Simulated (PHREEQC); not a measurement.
**Metal-bearing waste water: speciation**

Solution (20 °C): 190 mmol/kgw FeSO4, 0.22 mmol/kgw ZnCl2, 0.04 mmol/kgw H2SO4 and 0.074 mmol/kgw NaCl. It is in equilibrium with CO2 at log p = -3.4 (atm). Otherwise closed; pH follows from the charge balance.

Equilibrium calculation in PHREEQC: ion-association model, wateq4f.dat.

```json
{
  "pH": "4.79",
  "ionic_strength": "0.400 mol/kgw",
  "total_alkalinity": "-0.0800 meq/kg"
}
```

| species | molality | activity | log γ |
|---|---|---|---|
| Fe+2 | 0.100 | 0.0269 | -0.570 |
| SO4-2 | 0.0998 | 0.0226 | -0.644 |
| FeSO4 | 0.0900 | 0.0986 | 0.040 |
| Cl- | 0.000496 | 0.000329 | -0.179 |
| ZnSO4 | 8.70e-5 | 9.54e-5 | 0.040 |
| Zn+2 | 6.95e-5 | 1.87e-5 | -0.570 |
| Na+ | 6.66e-5 | 4.77e-5 | -0.145 |
| Zn(SO4)2-2 | 6.34e-5 | 1.82e-5 | -0.541 |
| HSO4- | 4.72e-5 | 3.22e-5 | -0.166 |
| H+ | 2.11e-5 | 1.63e-5 | -0.112 |
| FeCl+ | 1.75e-5 | 1.22e-5 | -0.157 |
| FeHSO4+ | 1.42e-5 | 1.04e-5 | -0.135 |
| CO2 | 1.42e-5 | 1.56e-5 | 0.040 |
| NaSO4- | 7.42e-6 | 5.24e-6 | -0.151 |
| FeHCO3+ | 1.45e-6 | 1.06e-6 | -0.135 |

Precipitation was switched off in this run. Complexes and solids missing from the database can't appear.
